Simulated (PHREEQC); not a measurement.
## Acid rinse or clean

Solution (25 °C): 0.0079 mol/kgw HF, 0.00031 mol/kgw NaCl and 0.1 mol/kgw CuCl2. Closed to the air; pH follows from the charge balance.

The numbers come from PHREEQC with the ion-association model, phreeqc.dat.

Each row changes one thing in this solution. No solid was allowed to form.

```
case                                     pH  ionic strength (mol/kgw)  Cl- (mol/kgw)  HF (mol/kgw)  F- (mol/kgw)  HF2- (mol/kgw)  SI of Halite (NaCl)
-------------------------------------  ----  ------------------------  -------------  ------------  ------------  --------------  -------------------
as made                                2.62                     0.274          0.186       0.00482       0.00210         3.83e-5                -6.10
NaCl from 0.00031 to 0.0031 mol/kgw    2.62                     0.277          0.189       0.00482       0.00210         3.83e-5                -5.10
0.0015 mol/kgw Ca(OH)2 added           2.94                     0.277          0.186       0.00340       0.00310         3.98e-5                -6.10
HF from 0.0079 to 0.00079 mol/kgw      3.33                     0.273          0.186    (withheld)      0.000418         3.00e-7                -6.10
temperature from 25 to 75 °C           2.81                     0.199          0.148       0.00586       0.00143         3.60e-5                -6.24
CuCl2 left out                         2.70                   0.00240       0.000310       0.00577       0.00204      (withheld)                -8.63
CuCl2 from 0.1 to 0.11 mol/kgw         2.62                     0.300          0.204       0.00478       0.00210         3.78e-5                -6.07
NaCl from 0.00031 to 0.000279 mol/kgw  2.62                     0.274          0.186       0.00482       0.00210         3.83e-5                -6.15
```

### Question
Some entries are withheld; supply them.

### Answer

- HF from 0.0079 to 0.00079 mol/kgw, HF (mol/kgw): 0.000190
- CuCl2 left out, HF2- (mol/kgw): 4.52e-5

Some of these states are supersaturated (in Fluorite, for instance). Away from 25 °C the constants follow the database's enthalpies or fits; those with neither stay at their 25 °C values.
